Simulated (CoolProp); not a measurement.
The fluid at 293.15 K and 10.2 MPa is throttled through a valve to 6.15 MPa with no heat exchange. The same conditions are run with several fluids, on thermodynamics alone (safety and materials aside).

Values from CoolProp's reference Helmholtz-energy equation of state of each fluid (oxygen: Schmidt 1985; CF4 (R14): Platzer 1990; carbon monoxide: Lemmon 2006; ethylene: Smukala 2000; nitrogen: Span 2000). The equations of Platzer and Polt are older, rougher fits.

Problem. Rank oxygen, CF4 (R14), carbon monoxide, ethylene, nitrogen by temperature change (K), highest first.

Solution. nitrogen (-6.6), carbon monoxide (-7.6), ethylene (-8.1), oxygen (-9.4), CF4 (R14) (-18.3)

| fluid | final density (kg/m³) |
|---|---|
| oxygen | 87.3 |
| CF4 (R14) | 348 |
| carbon monoxide | 73.8 |
| ethylene | 314 |
| nitrogen | 73.0 |
